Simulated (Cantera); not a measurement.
Mixture: CO : H₂ : CH₄ : O₂ : N₂ = 1 : 0.22 : 0.5 : 2.27 : 8.53 (molar parts), at 1000000 Pa, adiabatic and at constant volume. Ignition delay is the time to a rise of 400 K.

Model: GRI-Mech 3.0 (53 species, 325 reactions), integrated in Cantera.

Question: Predict: delay at 1175 K; delay at 1225 K; delay at 1275 K; delay at 1325 K; delay at 1375 K; delay at 1425 K; delay at 1475 K; apparent activation energy between 1375 and 1475 K.

Answer: 
| Item | Result |
|---|---|
| delay at 1175 K | 0.415 ms |
| delay at 1225 K | 0.246 ms |
| delay at 1275 K | 0.158 ms |
| delay at 1325 K | 0.106 ms |
| delay at 1375 K | 73.5 µs |
| delay at 1425 K | 52.0 µs |
| delay at 1475 K | 37.5 µs |
| apparent activation energy between 1375 and 1475 K | 110 kJ/mol |
